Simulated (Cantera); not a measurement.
## NH3 + O2 (abatement and gas-phase synthesis)

Feed: 1 mol NH3, 4.6 mol O2, held at 3075 °C and 0.473 Torr.

These are equilibrium values from Cantera (NASA tables, ideal gas, pure condensed phases), not measurements of a reactor. Candidate condensed phases: H2O; 24 gas species. Equilibrium is a limit: real reactors are often held back by kinetics, nucleation or transport.

The x(O) comes out as 0.719. The x(H) is 0.236. The x(N2) is 0.0382 and the x(O2) comes out as 0.00299. The x(NO) is 0.00183 and the x(OH) is 0.00107. The x(N) is 0.000812. The x(H2) is 0.000206 and the x(H2O) is 2.21e-6. The gas amount is 12.64 mol.
